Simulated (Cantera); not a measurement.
Mixture: CH₃OH : O₂ : N₂ = 1 : 2.73 : 10.3 (molar parts), equivalence ratio 0.55, at 1.00 bar, adiabatic and at constant volume. Ignition delay is the time to a rise of 400 K.

Computed with Cantera and GRI-Mech 3.0 (53 species, 325 reactions). GRI-Mech 3.0 was tuned for natural gas; its chemistry of methanol as a main component is partial and can be far from experiment.

Problem. Predict: delay at 1225 K; delay at 1375 K; delay at 1525 K; delay at 1675 K; apparent activation energy between 1600 and 1750 K.

Solution. 
| Item | Result |
|---|---|
| delay at 1225 K | 7.11 ms |
| delay at 1375 K | 0.919 ms |
| delay at 1525 K | 0.199 ms |
| delay at 1675 K | 61.5 µs |
| apparent activation energy between 1600 and 1750 K | 160 kJ/mol |
